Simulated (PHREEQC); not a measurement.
Dissolve 170 mmol/kgw CdCl2 and 1.03 mmol/kgw HBr at 25 °C. Closed to the air; pH follows from the charge balance.

All values are PHREEQC results (ion-association model, phreeqc.dat), not measurements.

No solid was allowed to form.

Question: Order these Cd species by the share of Cd that they hold, largest first: CdCl3-, CdCl+, Cd+2, CdCl2, CdBr+.

Answer: CdCl+ (63 %), CdCl2 (21 %), Cd+2 (14 %), CdCl3- (2.0 %), CdBr+ (0.31 %)

The pH is 3.08 and the ionic strength 0.180 mol/kgw.
